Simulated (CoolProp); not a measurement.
Vapour-liquid equilibrium of R134a (1) + R1234ze(E) (2) at 4.97 kPa; x and y are mole fractions of (1).

Model: multi-fluid Helmholtz-energy mixture model, Tillner-Roth 1994 and Thol 2016; pair parameters Bell 2022, in CoolProp.

Give the bubble temperature and the first vapour's composition at x = 0.15, 0.85, 0.95. Is there an azeotrope?

x = 0.15: -73.1 °C, y = 0.243; x = 0.85: -76.0 °C, y = 0.869; x = 0.95: -76.2 °C, y = 0.955. No azeotrope shows between x = 0.05 and 0.95.

Pair parameters are fitted to limited data, so mixtures are less certain than the pure fluids.
